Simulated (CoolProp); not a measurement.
Model: reference Helmholtz-energy equation of state, Eisenbach 2021, in CoolProp.

Task: For propylene glycol, give the phase and the Z, cp (kJ/(kg K)), cv (kJ/(kg K)), speed of sound (m/s) at 338.1 K and 0.205 bar.

Result: 
- 338.1 K and 0.205 bar: liquid; Z 0.000554, cp 2.72, cv 2.36, speed of sound 1390
